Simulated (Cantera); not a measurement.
Input (Python, Cantera):

```python
import numpy as np
import cantera as ct

gas = ct.Solution("gri30.yaml")
gas.TPX = 500, 350000, {'CH4': 1, 'O2': 1.43, 'N2': 5.86}
inlet = ct.Reservoir(gas, clone=True)
gas.equilibrate("HP")  # start burning
reactor = ct.IdealGasConstPressureReactor(gas, energy="on", clone=False)
exhaust = ct.Reservoir(gas, clone=True)
tau = [0.1, 0.048, 0.023, 0.011, 0.0054, 0.0026, 0.0013, 0.00061, 0.0003, 0.00014, 6.9e-05, 3.3e-05][0]
for a, b in ((inlet, reactor), (reactor, exhaust)):
    ct.MassFlowController(a, b, mdot=lambda t: reactor.mass / tau)
net = ct.ReactorNet([reactor])
show = ['CH4', 'O2', 'C2H', 'HCN', 'NO2']

rows = []
print(f"{'tau/s':>10s}{'T/K':>9s}" + "".join(f"{s:>11s}" for s in show))
for tau in [0.1, 0.048, 0.023, 0.011, 0.0054, 0.0026, 0.0013, 0.00061, 0.0003, 0.00014, 6.9e-05, 3.3e-05]:
    net.initial_time = 0.0
    net.advance(30 * tau)
    before = gas.X
    net.advance(40 * tau)
    drift = np.max(np.abs(gas.X - before) / (gas.X + 1e-9))
    rows.append([gas.T, *gas[show].X, drift])
    print(f"{tau:10.3e}{gas.T:9.1f}" + "".join(f"{x:11.3e}" for x in gas[show].X))
```

It prints:

```
     tau/s      T/K        CH4         O2        C2H        HCN        NO2
 1.000e-01   2050.0  3.857e-04  8.253e-05  6.731e-09  1.945e-05  4.164e-10
 4.800e-02   2050.5  6.583e-04  1.624e-04  1.990e-08  3.563e-05  5.617e-10
 2.300e-02   2050.7  1.041e-03  3.144e-04  5.021e-08  5.593e-05  7.617e-10
 1.100e-02   2049.9  1.519e-03  5.944e-04  1.072e-07  7.523e-05  1.042e-09
 5.400e-03   2046.8  2.044e-03  1.071e-03  1.927e-07  8.806e-05  1.418e-09
 2.600e-03   2039.1  2.647e-03  1.919e-03  3.102e-07  9.223e-05  1.943e-09
 1.300e-03   2024.7  3.344e-03  3.313e-03  4.381e-07  8.552e-05  2.580e-09
 6.100e-04   1993.5  4.528e-03  6.228e-03  5.559e-07  6.301e-05  3.323e-09
 3.000e-04   1911.6  7.707e-03  1.412e-02  4.795e-07  2.222e-05  3.268e-09
 1.400e-04    500.0  1.206e-01  1.725e-01  2.210e-44 -1.560e-19 -2.849e-20
 6.900e-05    500.0  1.206e-01  1.725e-01  1.026e-51 -8.760e-23 -1.600e-23
 3.300e-05    500.0  1.206e-01  1.725e-01 -6.936e-53 -5.533e-24 -1.010e-24
```

Detailed kinetics in Cantera: GRI-Mech 3.0 (53 species, 325 reactions).
